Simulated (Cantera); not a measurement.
Cantera run:

```python
import numpy as np
import cantera as ct

gas_names = """
    C CN CO CO2 C2 CCN CNC C2N2 C2O C3 C3O2 C4 C4N2 C5 Fe FeC5O5 FeO N NCO NO NO2 NO3 N2 N2O O O2 O3
""".split()
cond_names = """
    C(gr) Fe(a) Fe(c) Fe(d) Fe(L) FeC5O5(L) FeO(s) FeO(L) Fe2O3(s) Fe3O4(s)
""".split()


# ... load() reads the species with a 1 bar reference pressure and builds the phases ...
atoms = {
    'Fe(CO)5': {'Fe': 1, 'C': 5, 'O': 5},
    'CO': {'C': 1, 'O': 1},
    'N2': {'N': 2},
}
top_T = {'C(gr)': 4500, 'Fe2O3(s)': 1830, 'Fe3O4(s)': 1870}  # K; cautious upper limits of use, not melting points


# ... equilibrate(T, P, feed) seeds the gas with the atoms and calls Mixture.equilibrate('TP', solver="vcs", rtol=1e-11, max_steps=5000) ...
results = []
feed = {'Fe(CO)5': 1, 'CO': 0.47, 'N2': 2}  # mol
T = 1573  # K
P = 290000  # Pa
mix = equilibrate(T, P, feed)
results.append((T, P, feed, dict(zip(mix.species_names, mix.species_moles))))
x = sorted(zip(gas.X, gas.species_names), reverse=True)
print(f"T = {T:g} K  P = {P:g} Pa  gas = {mix.phase_moles(0):.4g} mol")
print("   x: " + "  ".join(f"{s} {v:.3e}" for v, s in x if v > 1e-06))
print("   condensed (mol): " + ("  ".join(f"{mix.phase(i).name} {mix.phase_moles(i):.4g}"
      for i in range(1, mix.n_phases) if mix.phase_moles(i) > 1e-12) or "none"))
```

It prints:

```
T = 1573 K  P = 290000 Pa  gas = 7.466 mol
   x: CO 7.316e-01  N2 2.679e-01  CO2 5.579e-04
   condensed (mol): C(gr) 0.004165  Fe(c) 1
```

Method: chemical equilibrium by Gibbs-energy minimisation in Cantera with the NASA 1993 tables (ideal gas, pure condensed phases). Iron dissolves carbon and melts from about 1420 K in contact with it, which pure phases cannot show. Condensed phases not in the tables: cementite and carbon dissolved in iron.
